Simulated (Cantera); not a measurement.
A perfectly stirred reactor is fed with CO : H2 : CH4 : O2 : N2 = 1 : 0.48 : 0.065 : 1.02 : 3.85 (molar parts), equivalence ratio 0.85, at 500000 Pa; it is adiabatic with a 600 K inlet, and is followed from long to short residence time, starting on the burning branch (τ in s: 0.16, 0.068, 0.029, 0.013, 0.0055, 0.0024, 0.001, 0.00045, 0.00019, 8.3e-05, 3.6e-05, 1.6e-05, 6.7e-06).

Cantera simulation using GRI-Mech 3.0 (53 species, 325 reactions); the numbers are that mechanism's predictions, not measurements.

Question: What does this change do: pressure from 500000 Pa to 1500000 Pa?

Answer: 
```csv
quantity,before,after
"blow-out, bracketed by the residence times tried","burning at 16.0 µs, out at 6.70 µs","burning at 6.70 µs, the shortest tried"
x(CO) at τ = 0.160 s,0.0131,0.00945
x(H2) at τ = 0.160 s,0.00128,0.000901
x(CH4) at τ = 0.160 s,3.21e-8,1.39e-8
x(OH) at τ = 0.160 s,0.00509,0.00422
x(CH2CO) at τ = 0.160 s,1.04e-11,7.14e-12
x(CO) at τ = 1.00 ms,0.0219,0.0123
x(H2) at τ = 1.00 ms,0.00218,0.00114
x(CH4) at τ = 1.00 ms,3.44e-6,1.87e-6
x(OH) at τ = 1.00 ms,0.00674,0.00480
x(CH2CO) at τ = 1.00 ms,1.95e-9,1.32e-9
```
The pressure lies above the range GRI-Mech 3.0 was tuned for (to about 10 atm).
